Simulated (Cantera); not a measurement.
Feed: 1 mol SiO2, 66 mol H2, held at 1550 K and 133 Pa.

Method: chemical equilibrium by Gibbs-energy minimisation in Cantera with the NASA 1993 tables (ideal gas, pure condensed phases). Candidate condensed phases: H2O, Si, SiO2; 18 gas species. The tables hold silica as quartz up to 1696 K and as liquid above; real silica turns to tridymite and cristobalite and melts near 1996 K. Kinetics and transport are ignored.

Base state: H2 0.995, SiO 0.00227, H2O 0.00227, H 0.000860 (mole fractions); condensed: SiO2(β-quartz).

Task: What changes in the equilibrium state with this change: temperature from 1550 K to 2125 K?

Result: 
```tsv
species	before	after
H2	0.995	0.878
H	0.000860	0.0932
SiO	0.00227	0.0142
H2O	0.00227	0.0140
O	<1e-9	1.39e-5
OH	6.61e-8	0.000185
SiO2(β-quartz), mol	0.849	0
```

Task: What changes in the equilibrium state with this change: temperature from 1550 K to 2098.15 K?

Result: 
```tsv
species	before	after
H2	0.995	0.892
H	0.000860	0.0797
SiO	0.00227	0.0143
H2O	0.00227	0.0142
OH	6.61e-8	0.000150
SiO2(β-quartz), mol	0.849	0
```
